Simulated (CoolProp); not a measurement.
Chlorine along the isotherm 78.35 °C: Z from the reference equation and from simpler models built on Tc = 143.7 °C, pc = 7.642 MPa, ω = 0.070; each cubic takes its own stable root.

Computed with CoolProp (reference Helmholtz-energy equation of state, Thol 2021).

```csv
p (MPa),phase,reference
0.0121,gas,0.9991
0.0215,gas,0.9984
0.0382,gas,0.9972
0.068,gas,0.9951
0.121,gas,0.9912
0.215,gas,0.9843
0.382,gas,0.9717
0.68,gas,0.9486
1.21,gas,0.9045
2.15,gas,0.8133
3.82,liquid,0.07633
```

How far does each simpler model (Redlich-Kwong, Soave-Redlich-Kwong, Peng-Robinson) lie from the reference over these 11 states: mean and median of the absolute difference, and the worst?


- Redlich-Kwong: mean 1.3 %, median 0.0 %, worst +13.4 % at 78.35 °C and 3.82 MPa
- Soave-Redlich-Kwong: mean 1.2 %, median 0.0 %, worst +12.3 % at 78.35 °C and 3.82 MPa
- Peng-Robinson: mean 0.3 %, median 0.1 %, worst -1.0 % at 78.35 °C and 2.15 MPa
